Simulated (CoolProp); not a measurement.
Computed with CoolProp (reference Helmholtz-energy equation of state, Thol 2021).

Q: Give the vapour pressure (MPa), enthalpy of vaporisation (kJ/kg), liquid cp (kJ/(kg K)), vapour Z of saturated chlorine at 274.7, 324.8, 337.3 K.

A: 
```csv
T (K),p (MPa),enthalpy of vaporisation (kJ/kg),liquid cp (kJ/(kg K)),vapour Z
274.7,0.387,265,0.963,0.933
324.8,1.50,225,1.05,0.834
337.3,1.97,212,1.09,0.800
```
